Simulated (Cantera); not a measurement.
What does this Cantera script print?

```python
import numpy as np
import cantera as ct

gas = ct.Solution("gri30.yaml")
gas.TPX = 975, 1000000, {'H2': 2.1, 'O2': 0.208, 'N2': 0.958}
reactor = ct.IdealGasConstPressureReactor(gas, energy="on", clone=False)
net = ct.ReactorNet([reactor])
net.rtol, net.atol = 1e-08, 1e-16
show = ['H2', 'O2', 'NO', 'HO2', 'N2O']
times = np.geomspace(3e-06, 0.1, 10)

steps = ct.SolutionArray(gas, extra=["t"])
rows = []
print(f"{'t/s':>10s}{'T/K':>9s}{'P/Pa':>11s}" + "".join(f"{s:>11s}" for s in show))
for t in times:
    while net.time < t:
        t_next = net.step()
        steps.append(gas.state, t=t_next)
    rows.append([np.interp(t, steps.t, y) for y in (steps.T, steps.P, *steps(*show).X.T)])
    print(f"{t:10.3e}{rows[-1][0]:9.1f}{rows[-1][1]:11.4g}" + "".join(f"{x:11.3e}" for x in rows[-1][2:]))
rate = np.gradient(steps.T, steps.t)
print("integrator steps:", len(steps.t))
if steps.T.max() > steps.T[0] + 200:
    print(f"time of steepest temperature rise: {steps.t[rate.argmax()]:.4e} s")
gas.TPX = 975, 1000000, {'H2': 2.1, 'O2': 0.208, 'N2': 0.958}
gas.equilibrate("HP")
print(f"equilibrium (HP): T = {gas.T:.1f} K  " + "  ".join(f"{s} {gas[s].X[0]:.3e}" for s in show))
```

Result:

```
       t/s      T/K       P/Pa         H2         O2         NO        HO2        N2O
 3.000e-06    975.0      1e+06  6.430e-01  6.369e-02  7.620e-25  9.045e-10  4.676e-18
 9.543e-06    975.0      1e+06  6.430e-01  6.369e-02  2.965e-24  2.946e-09  1.990e-17
 3.035e-05    975.0      1e+06  6.430e-01  6.369e-02  1.144e-23  9.480e-09  1.074e-16
 9.655e-05    975.0      1e+06  6.430e-01  6.369e-02  5.666e-23  3.079e-08  7.873e-16
 3.071e-04    975.0      1e+06  6.430e-01  6.369e-02  5.542e-22  1.077e-07  7.322e-15
 9.769e-04    975.0      1e+06  6.430e-01  6.369e-02  2.470e-20  6.056e-07  1.003e-13
 3.107e-03    975.4      1e+06  6.430e-01  6.363e-02  1.459e-17  1.121e-05  4.628e-12
 9.884e-03   1939.8      1e+06  5.504e-01  6.013e-10  1.815e-08  2.928e-12  1.715e-11
 3.144e-02   1940.8      1e+06  5.505e-01  2.050e-10  8.055e-10  8.026e-13  1.291e-11
 1.000e-01   1940.8      1e+06  5.505e-01  2.050e-10  8.603e-10  8.026e-13  1.291e-11
integrator steps: 2004
time of steepest temperature rise: 9.6349e-03 s
equilibrium (HP): T = 1940.9 K  H2 5.504e-01  O2 2.053e-10  NO 1.282e-07  HO2 8.037e-13  N2O 1.445e-11
```

Model: GRI-Mech 3.0 (53 species, 325 reactions), integrated in Cantera. The hydrogen kinetics of GRI-Mech 3.0 are dated; newer H2 mechanisms differ, most at raised pressure.
